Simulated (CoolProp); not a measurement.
Saturated liquid density (kg/m³) of oxygen: the reference equation beside estimates from Tc = -118.6 °C, pc = 5046 kPa, ω = 0.022. Rackett uses Z = 0.29056 − 0.08775 ω.

Values from CoolProp's reference Helmholtz-energy equation of state, Schmidt 1985.

```tsv
T (°C)	reference	Rackett	van der Waals	Redlich-Kwong	Soave-Redlich-Kwong	Peng-Robinson
-153.15	973.9	978.7	665.5	947.4	942.0	1067
-150.95	959.2	964.0	654.8	928.2	923.5	1046
-148.85	944.7	949.6	644.3	909.2	905.1	1026
-146.65	928.9	933.9	632.8	888.5	885.0	1003
-144.55	913.3	918.4	621.4	868.0	865.0	979.8
-142.45	897.0	902.3	609.5	846.5	844.1	955.8
-140.25	879.0	884.5	596.5	823.0	821.1	929.4
-138.15	861.0	866.7	583.3	799.4	798.0	902.6
-136.05	841.9	847.9	569.5	774.6	773.6	874.3
-133.85	820.4	826.9	554.0	746.9	746.3	842.6
-131.75	798.3	805.3	538.2	718.7	718.5	810.1
-129.65	774.1	781.7	521.0	688.4	688.4	774.8
-127.45	745.7	754.2	501.2	653.5	653.9	734.2
-125.35	714.6	724.1	479.9	616.4	616.9	690.6
```

Absolute difference from the reference over all 14 rows, mean and median: Rackett 0.7 and 0.6 %, van der Waals 32.2 and 32.2 %, Redlich-Kwong 7.3 and 6.8 %, Soave-Redlich-Kwong 7.5 and 7.0 %, Peng-Robinson 5.2 and 5.3 %.
